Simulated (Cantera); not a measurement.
An isothermal, constant-pressure homogeneous reactor starts with H2 : O2 = 0.015 : 1 (molar parts), at 1325 K and 0.0128 atm. Integrator tolerance rtol = 1e-08.

Model: the H2/O2 subset of GRI-Mech 3.0, which has no nitrogen chemistry, integrated in Cantera. Radical loss at walls, strong at low pressure, is not modelled.

Problem. What does this change do: pressure from 0.0128 atm to 0.00168 atm?

Solution. 
```csv
quantity,before,after
x(H2) at 10.0 s,2.09e-7 (gas-phase equilibrium 1.78e-8),4.58e-5 (gas-phase equilibrium 4.91e-8)
x(O2) at 10.0 s,0.985 (gas-phase equilibrium 0.985),0.978 (gas-phase equilibrium 0.985)
x(OH) at 10.0 s,8.05e-5 (gas-phase equilibrium 2.35e-5),0.00119 (gas-phase equilibrium 3.91e-5)
x(H2O) at 10.0 s,0.0148 (gas-phase equilibrium 0.0149),0.0141 (gas-phase equilibrium 0.0149)
x(H2O2) at 10.0 s,8.20e-10 (gas-phase equilibrium 1.11e-10),2.30e-9 (gas-phase equilibrium 4.03e-11)
```
